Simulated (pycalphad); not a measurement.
Computed with pycalphad from the COST 507 light-alloy database (1999), at 1 atm. The data set is of 1999 and partly superseded. Phase fractions are per mole of atoms.

Give the equilibrium state of Al-0.5258Si-0.8365C (wt.%) at 1202 °C.

liquid, fraction 0.957, with 0.54 Si, <0.01 C wt.%; AL4C3, fraction 0.043, with 0.03 Si, 25.0 C wt.%.

Give the equilibrium state of Al-0.5258Si-0.8365C (wt.%) at 377 °C.

fcc, fraction 0.957, with 0.19 Si, <0.01 C wt.%; AL8SIC7, fraction 0.043, with 8.6 Si, 25.6 C wt.%; diamond (Si), fraction 0.001, with >99.99 Si, <0.01 C wt.%.

Database names, with the compositions (at.%) that they take in these runs: AL4C3: Al 57 C 43; AL8SIC7: Al 50 C 44 Si 6.
